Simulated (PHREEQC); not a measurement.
**Brine (model solution)**

A solution holds 0.29 mol Na2SO4 and 0.91 mol KBr per kg of water, at 20 °C. Closed to the air; pH follows from the charge balance.

Equilibrium calculation in PHREEQC: Pitzer model, pitzer.dat.

| Quantity | Result |
|---|---|
| ionic strength | 1.78 mol/kgw |
| activity of water | 0.960 |
| density | 1.105 g/cm³ |
| osmotic coefficient | 0.832 |

```csv
species,molality,activity,log γ
Br-,0.910,0.534,-0.231
K+,0.910,0.481,-0.277
Na+,0.580,0.342,-0.229
SO4-2,0.290,0.0145,-1.301
OH-,2.03e-7,1.21e-7,-0.226
HSO4-,1.30e-7,6.55e-8,-0.299
H+,7.25e-8,5.45e-8,-0.124
```

This is a speciation only: nothing precipitates in the calculation.
